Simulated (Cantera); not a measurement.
A freely propagating, adiabatic, planar premixed flame of 23.9 % H₂, 15.1 % O₂, 58.8 % N₂, 2.21 % H₂O, equivalence ratio 0.79, unburnt at 675 K and 7500 Torr; mixture-averaged transport, grid criteria slope 0.08 and curve 0.16, no radiation.

Model: the H2/O2 subset of GRI-Mech 3.0, which has no nitrogen chemistry, integrated in Cantera. The hydrogen kinetics of GRI-Mech 3.0 are dated; newer H2 mechanisms differ, most at raised pressure. Burning velocities carry a grid error of a few per cent, more on coarse grids.

x: mole fraction of selected species; z is measured from the peak of heat release.

| z (mm) | T (K) | u (m/s) | x H₂ | x O₂ | x H₂O | x H | x OH | x H₂O₂ |
|---|---|---|---|---|---|---|---|---|
| -0.0823 | 675 | 4.19 | 0.239 | 0.151 | 0.0221 | <1e-8 | <1e-8 | <1e-8 |
| -0.0549 | 675 | 4.18 | 0.237 | 0.151 | 0.0221 | <1e-8 | <1e-8 | 3.72e-8 |
| -0.0412 | 676 | 4.18 | 0.234 | 0.152 | 0.0223 | <1e-8 | <1e-8 | 2.23e-7 |
| -0.0274 | 684 | 4.18 | 0.225 | 0.153 | 0.0231 | <1e-8 | 1.16e-8 | 3.23e-6 |
| -0.0137 | 802 | 4.70 | 0.184 | 0.155 | 0.0366 | 4.91e-5 | 5.09e-5 | 9.55e-5 |
| -0.00686 | 1111 | 6.32 | 0.136 | 0.141 | 0.0797 | 0.00132 | 0.000849 | 0.000183 |
| 0 | 1511 | 8.46 | 0.0814 | 0.107 | 0.151 | 0.00596 | 0.00335 | 2.83e-5 |
| 0.00686 | 1794 | 9.99 | 0.0423 | 0.0734 | 0.209 | 0.00918 | 0.00777 | 6.00e-6 |
| 0.0137 | 1957 | 10.9 | 0.0244 | 0.0557 | 0.238 | 0.00853 | 0.0113 | 4.17e-6 |
| 0.0274 | 2119 | 11.7 | 0.0134 | 0.0447 | 0.259 | 0.00504 | 0.0131 | 2.77e-6 |
| 0.0549 | 2239 | 12.3 | … | 0.0408 | 0.272 | … | … | … |
| 0.110 | 2307 | 12.6 | … | 0.0394 | 0.280 | … | … | … |
| 0.220 | 2336 | 12.8 | 0.00173 | 0.0391 | 0.284 | 0.000218 | 0.00613 | 9.53e-7 |

Q: Some entries are withheld; supply them.

A: 
- 0.0549, x H₂: 0.00735
- 0.0549, x H: 0.00196
- 0.0549, x OH: 0.0111
- 0.0549, x H₂O₂: 1.83e-6
- 0.110, x H₂: 0.00347
- 0.110, x H: 0.000601
- 0.110, x OH: 0.00815
- 0.110, x H₂O₂: 1.23e-6
